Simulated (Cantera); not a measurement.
## Equilibrium for roasting and sulfation: FeS2 + SO3 + N2

Feed: 1 mol FeS2, 0.11 mol SO3, 1.7 mol N2, equilibrated at 1600 °C and 13300 Pa.

Equilibrium computed with Cantera from the NASA thermochemical tables; the gas is ideal and each condensed phase is pure. Candidate condensed phases: Fe, FeO, FeS, FeSO4, FeS2, Fe2O3, Fe2(SO4)3, Fe3O4, S; 19 gas species. FeS: taken at fixed stoichiometry. Equilibrium is a limit: real reactors are often held back by kinetics, nucleation or transport.

```yaml
x(N2): 0.724
x(S2): 0.195
x(SO2): 0.0611
x(SO): 0.0162
x(S2O): 0.00205
x(S): 0.00158
x(Fe): 0.000110
x(SN): 4.99e-6
x(NO): 4.97e-6
n(FeS(l)): 1.000 mol
gas_amount: 2.348 mol
log10 activity of Fe(l) (absent): -0.73
log10 activity of S(l) (absent): -2.30
```
